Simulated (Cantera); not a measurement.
What does this Cantera script print?

```python
import numpy as np
import cantera as ct

gas_names = """
    B BF BF2 BF3 BN B2 F F2 N NF NF2 NF3 N2
""".split()
cond_names = """
    B(b) B(L) BN(s)
""".split()


# ... load() reads the species with a 1 bar reference pressure and builds the phases ...
atoms = {
    'BN': {'B': 1, 'N': 1},
    'F2': {'F': 2},
}
top_T = {'BN(s)': 3200}  # K; cautious upper limits of use, not melting points


# ... equilibrate(T, P, feed) seeds the gas with the atoms and calls Mixture.equilibrate('TP', solver="vcs", rtol=1e-11, max_steps=5000) ...
results = []
feed = {'BN': 1, 'F2': 2.9}  # mol
T = 848  # K
P = 1000  # Pa
mix = equilibrate(T, P, feed)
results.append((T, P, feed, dict(zip(mix.species_names, mix.species_moles))))
x = sorted(zip(gas.X, gas.species_names), reverse=True)
print(f"T = {T:g} K  P = {P:g} Pa  gas = {mix.phase_moles(0):.4g} mol")
print("   x: " + "  ".join(f"{s} {v:.3e}" for v, s in x if v > 1e-05))
print("   condensed (mol): " + ("  ".join(f"{mix.phase(i).name} {mix.phase_moles(i):.4g}"
      for i in range(1, mix.n_phases) if mix.phase_moles(i) > 1e-12) or "none"))
```

Result:

```
T = 848 K  P = 1000 Pa  gas = 3.04 mol
   x: F2 3.979e-01  BF3 3.290e-01  N2 1.611e-01  F 1.053e-01  NF3 6.730e-03
   condensed (mol): none
```

Cantera equilibrium calculation (NASA polynomials, part measured and part estimated; ideal gas, pure solids and liquids).
